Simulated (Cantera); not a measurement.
Cantera run, input and output.

```python
import numpy as np
import cantera as ct

surf = ct.Interface("ptcombust.yaml", "Pt_surf")
gas = surf.adjacent["gas"]
gas.TPX = 1023, 510000, {'H2': 0.0038, 'O2': 0.071, 'N2': 0.79, 'H2O': 0.0062}
surf.TP = 1023, 510000
reactor = ct.FlowReactor(gas, clone=False)
reactor.area = 0.0001  # m2
reactor.surface_area_to_volume_ratio = 190  # 1/m
reactor.mass_flow_rate = 0.26 * reactor.area * gas.density  # inlet velocity 0.26 m/s
reactor.energy_enabled = False
wall = ct.ReactorSurface(surf, reactor, clone=False)
net = ct.ReactorNet([reactor])
net.rtol, net.atol = 1e-8, 1e-16
show, cover = ['H2', 'O2', 'H2O'], ['PT(S)', 'H(S)', 'O(S)', 'OH(S)', 'CO(S)', 'C(S)']

rows = []
print(f"{'z/m':>9s}{'u/(m/s)':>9s}" + "".join(f"{s:>13s}" for s in show + cover))
for z in [0.00013, 0.00028, 0.00059, 0.0013, 0.0028, 0.0059, 0.013]:
    net.advance(z)
    rows.append([reactor.speed, *gas[show].X, *surf[cover].coverages])
    print(f"{z:9.4g}{rows[-1][0]:9.3g}" + "".join(f"{x:13.4e}" for x in rows[-1][1:]))
```

It prints:

```
      z/m  u/(m/s)           H2           O2          H2O        PT(S)         H(S)         O(S)        OH(S)        CO(S)         C(S)
  0.00013     0.26   2.2496e-03   8.0543e-02   9.2435e-03   1.7130e-01   5.9423e-07   8.2508e-01   3.6072e-03   1.4914e-27   1.2234e-29
  0.00028     0.26   1.1170e-03   8.0021e-02   1.0382e-02   1.6093e-01   5.3720e-07   8.3545e-01   3.6086e-03   1.0995e-28   8.3425e-31
  0.00059    0.259   2.8309e-04   7.9637e-02   1.1221e-02   1.5402e-01   5.0003e-07   8.4237e-01   3.6097e-03   6.6067e-25   5.1163e-27
   0.0013    0.259   1.3156e-05   7.9513e-02   1.1492e-02   1.5190e-01   4.8877e-07   8.4448e-01   3.6101e-03   7.5053e-29  -1.5833e-33
   0.0028    0.259   2.0578e-08   7.9507e-02   1.1506e-02   1.5179e-01   4.8824e-07   8.4459e-01   3.6102e-03   2.5839e-29  -2.6895e-35
   0.0059    0.259   6.8658e-11   7.9507e-02   1.1506e-02   1.5179e-01   4.8824e-07   8.4459e-01   3.6102e-03  -9.0391e-29  -1.0119e-30
    0.013    0.259   6.6586e-11   7.9508e-02   1.1506e-02   1.5179e-01   4.8824e-07   8.4459e-01   3.6102e-03   4.7530e-27  -6.9446e-32
```

Cantera simulation using Deutschmann's 1995 Pt surface mechanism with GRI-Mech 3.0 gas chemistry; the numbers are that mechanism's predictions, not measurements. Catalytic surfaces can have several steady states; this one follows from the mechanism file's or the stated starting coverage. Mass transfer to the wall is taken as infinitely fast.
